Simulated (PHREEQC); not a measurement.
0.27 g of hydrous ferric oxide (600 m²/g; 0.2 weak and 0.005 strong sites per Fe, Dzombak-Morel constants, diffuse double layer) in 1 kg of water with 0.3 mol/kgw of an inert sodium salt and 5.4e-06 mol/kgw MnCl2, at 25 °C; the pH is set by adding NaOH or the inert anion's acid. No oxygen is let in. The system is closed to CO2. No solid was allowed to form.

The series has 13 steps of pH, from 3 to 9.

The numbers come from PHREEQC with the ion-association model, wateq4f.dat.

Q: Near which pH is half of the Mn sorbed, and on which side is more sorbed?

A: Near pH 6.8, with more sorbed at higher pH.

The oxide is taken as insoluble; below pH 4 it would dissolve.
